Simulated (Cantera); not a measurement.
Input: 1 mol SiHCl₃, 30 mol NH₃, 0.14 mol H₂, equilibrated at 330 Torr.

These are equilibrium values from Cantera (NASA tables, ideal gas, pure condensed phases), not measurements of a reactor. Candidate condensed phases: NH₄Cl, Si, Si₃N₄; 28 gas species. Gases not in the tables: Si₂H₆ and higher silanes. The numbers say what is thermodynamically allowed, not how fast it happens.

Task: What share of the Si ends up in condensed phases as a function of T (K), at 1125, 1200, 1275, 1350, 1425, 1500, 1575, 1650, 1725, 1800, 1875, 1950, 2025, 2100?

Result: 
```
T (K)  Si condensed (%)        as
-----  ----------------  --------
1125              100.0  Si₃N₄(s)
1200              100.0  Si₃N₄(s)
1275              100.0  Si₃N₄(s)
1350               99.9  Si₃N₄(s)
1425               99.8  Si₃N₄(s)
1500               99.5  Si₃N₄(s)
1575               98.9  Si₃N₄(s)
1650               97.4  Si₃N₄(s)
1725               94.4  Si₃N₄(s)
1800               89.2  Si₃N₄(s)
1875               81.1  Si₃N₄(s)
1950               69.7  Si₃N₄(s)
2025               67.4     Si(l)
2100               66.9     Si(l)
```
